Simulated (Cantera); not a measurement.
## Boron, boron nitride and boron oxide: BCl3 + NH3

A closed system holds: 1 mol BCl3, 3 mol NH3, held at 752 °C and 0.0133 bar.

Method: chemical equilibrium by Gibbs-energy minimisation in Cantera with the NASA 1993 tables (ideal gas, pure condensed phases). Candidate condensed phases: B, BN, NH4Cl; 21 gas species. The numbers say what is thermodynamically allowed, not how fast it happens.

```json
{
  "x(H2)": "0.429",
  "x(HCl)": "0.429",
  "x(N2)": "0.143",
  "x(BCl3)": "1.45e-6",
  "n(BN(s))": "1.000 mol",
  "gas_amount": "7.000 mol",
  "log10 activity of B(s) (absent)": "-6.82"
}
```
